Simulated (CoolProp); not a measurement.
Vapour-liquid equilibrium of R114 (1) + benzene (2) at 0.332 MPa; x and y are mole fractions of (1).

Values from CoolProp's multi-fluid Helmholtz-energy mixture model, Platzer 1990 and Thol 2012; pair parameters Bell 2016. This equation is an older, rougher fit; its heat capacities, sound speeds and derivatives of the liquid may be far off and weren't checked against measurements.

```json
[
 {"x": "0.05", "bubble temperature (K)": "376.2", "y at the bubble point": "0.418", "dew temperature at overall composition x (K)": "395.2", "liquid density (mol/L)": "9.912"},
 {"x": "0.2", "bubble temperature (K)": "344.2", "y at the bubble point": "0.791", "dew temperature at overall composition x (K)": "388.2", "liquid density (mol/L)": "9.918"},
 {"x": "0.35", "bubble temperature (K)": "332.6", "y at the bubble point": "0.872", "dew temperature at overall composition x (K)": "380.2", "liquid density (mol/L)": "9.644"},
 {"x": "0.5", "bubble temperature (K)": "326.6", "y at the bubble point": "0.908", "dew temperature at overall composition x (K)": "370.8", "liquid density (mol/L)": "9.306"},
 {"x": "0.65", "bubble temperature (K)": "322.2", "y at the bubble point": "0.933", "dew temperature at overall composition x (K)": "359.1", "liquid density (mol/L)": "8.963"},
 {"x": "0.8", "bubble temperature (K)": "318.1", "y at the bubble point": "0.959", "dew temperature at overall composition x (K)": "343.1", "liquid density (mol/L)": "8.636"},
 {"x": "0.95", "bubble temperature (K)": "313.9", "y at the bubble point": "0.988", "dew temperature at overall composition x (K)": "319.5", "liquid density (mol/L)": "8.338"}
]
```

No azeotrope shows between x = 0.05 and 0.95.

The pair parameters rest on a limited set of measurements; away from them the model extrapolates. With so large a gap from Raoult's law the liquid may split in two, which this calculation doesn't test in full.
